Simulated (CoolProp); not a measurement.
The fluid at 298.15 K and 9.39 MPa is throttled through a valve to 3.18 MPa with no heat exchange. The same conditions are run with several fluids, on thermodynamics alone (safety and materials aside).

Model: reference Helmholtz-energy equation of state of each fluid (isohexane: Lemmon 2006; chloromethane (R40): Thol 2014; n-hexane: Thol 2019; octamethyltrisiloxane (MDM): Thol 2017; CH3F (R41): Lemmon 2006), in CoolProp.

### Question
Rank isohexane, chloromethane (R40), n-hexane, octamethyltrisiloxane (MDM), CH3F (R41) by temperature change (K), highest first.

### Answer
octamethyltrisiloxane (MDM) (+2.8), isohexane (+2.6), n-hexane (+2.5), chloromethane (R40) (+1.6), CH3F (R41) (-7.7)

```csv
fluid,final phase,final density (kg/m³)
isohexane,liquid,650
chloromethane (R40),liquid,915
n-hexane,liquid,656
octamethyltrisiloxane (MDM),liquid,817
CH3F (R41),"two-phase, vapour fraction 0.042",466
```
